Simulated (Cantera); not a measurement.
A closed system holds: 1 mol Cu₂O, 22 mol H₂, 2.7 mol H₂O, at 2.60 bar.

Method: chemical equilibrium by Gibbs-energy minimisation in Cantera with the NASA 1993 tables (ideal gas, pure condensed phases). Candidate condensed phases: Cu, CuO, Cu(OH)₂, Cu₂O, H₂O; 12 gas species. Equilibrium is a limit: real reactors are often held back by kinetics, nucleation or transport.

**Question.** At 1948 K, list the 5 most abundant gas species with their mole fractions, and the condensed phases.

**Answer.** H₂ 0.849, H₂O 0.150, Cu 0.00101, H 0.000646, OH 1.03e-5. Condensed: Cu(l).
